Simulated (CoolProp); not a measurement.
Vapour-liquid equilibrium of hydrogen chloride (1) + n-butane (2) at 0.173 MPa; x and y are mole fractions of (1).

The numbers come from the multi-fluid Helmholtz-energy mixture model, Thol 2018 and Bücker 2006; pair parameters Bell 2016 in CoolProp.

**Question.** Give the bubble temperature and the first vapour's composition at x = 0.275, 0.35, 0.725. Is there an azeotrope?

**Answer.** x = 0.275: -65.6 °C, y = 0.983; x = 0.35: -68.6 °C, y = 0.987; x = 0.725: -71.7 °C, y = 0.991. No azeotrope shows between x = 0.05 and 0.95.

The pair parameters rest on a limited set of measurements; away from them the model extrapolates. With so large a gap from Raoult's law the liquid may split in two, which this calculation doesn't test in full.
